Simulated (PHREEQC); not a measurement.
Solution (25 °C and 500 atm): 0.019 mol/kgw H2SO4, 4.4e-05 mol/kgw ZnSO4 and 0.0086 mol/kgw MnSO4. Closed to the air; pH follows from the charge balance.

The numbers come from PHREEQC with the ion-association model, phreeqc.dat.

No solid was allowed to form.

**Question.** Order these S species by the share of S that they hold, largest first: HSO4-, MnSO4, SO4-2.

**Answer.** SO4-2 (54 %), HSO4- (39 %), MnSO4 (7.5 %)

**Question.** Order these Zn species by the share of Zn that they hold, largest first: Zn(SO4)2-2, Zn+2, ZnSO4.

**Answer.** Zn+2 (67 %), ZnSO4 (25 %), Zn(SO4)2-2 (8.1 %)

The pH is 1.64 and the ionic strength 0.0619 mol/kgw. Species that the database lacks are ignored. Under pressure, the constants of complexes without a molar volume in the database are unreliable.
